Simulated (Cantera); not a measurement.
Input: 1 mol TEOS, 2.8 mol O3, 84 mol N2, equilibrated at 75.0 Torr.

Equilibrium computed with Cantera from the NASA thermochemical tables; the gas is ideal and each condensed phase is pure. Candidate condensed phases: C, C6H6, C7H8, C8H18, H2O, Si, SiC, SiO2, Si2N2O, Si3N4; 151 gas species. The feed counts by its element totals alone. The tables hold silica as quartz up to 1696 K and as liquid above; real silica turns to tridymite and cristobalite and melts near 1996 K. Kinetics and transport are ignored.

log p: log10 of the partial pressure in bar; n: condensed amount in mol.

| T (°C) | log p N2 | log p H2 | log p CO | log p CO2 | log p H2O | log p CH4 | n C(graphite) | n SiO2(α-quartz) | n SiO2(β-quartz) |
|---|---|---|---|---|---|---|---|---|---|
| 477 | -1.07 | -2.10 | -2.62 | -2.50 | -2.76 | -3.70 | 2.27 | 1.00 | 0 |
| 527 | -1.08 | -2.06 | -2.32 | -2.65 | -3.01 | -3.99 | 0.771 | 1.00 | 0 |
| 577 | -1.08 | -2.05 | -2.21 | -2.79 | ___ | ___ | 0 | 0 | 1.00 |
| 627 | -1.08 | -2.05 | -2.20 | -2.83 | -3.05 | -5.42 | 0 | 0 | 1.00 |
| 677 | -1.08 | -2.06 | -2.19 | -2.87 | -2.99 | -6.17 | 0 | 0 | 1.00 |
| 727 | -1.08 | -2.06 | -2.18 | -2.91 | -2.95 | ___ | 0 | 0 | 1.00 |
| 777 | -1.08 | -2.07 | -2.17 | -2.95 | -2.91 | -7.44 | 0 | 0 | 1.00 |
| 827 | -1.08 | -2.07 | -2.17 | -2.98 | -2.88 | -7.99 | 0 | 0 | 1.00 |
| 877 | -1.08 | -2.08 | -2.16 | -3.02 | -2.86 | -8.49 | 0 | 0 | 1.00 |

Complete the blanks.


- 727, log p CH4: -6.84
- 577, log p H2O: -3.12
- 577, log p CH4: -4.59
